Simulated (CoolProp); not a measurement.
The numbers come from the reference Helmholtz-energy equation of state, Span 2003 in CoolProp. It is a short technical equation, of lower accuracy than the large ones.

### Question
Give the vapour pressure (MPa), liquid density (kg/m³), vapour density (kg/m³), surface tension (mN/m) of saturated n-heptane at 394.8 K.

### Answer
| T (K) | p (MPa) | liquid density (kg/m³) | vapour density (kg/m³) | surface tension (mN/m) |
|---|---|---|---|---|
| 394.8 | 0.192 | 591 | 6.37 | 10.6 |

Surface tension comes from a separate correlation (Mulero 2012).
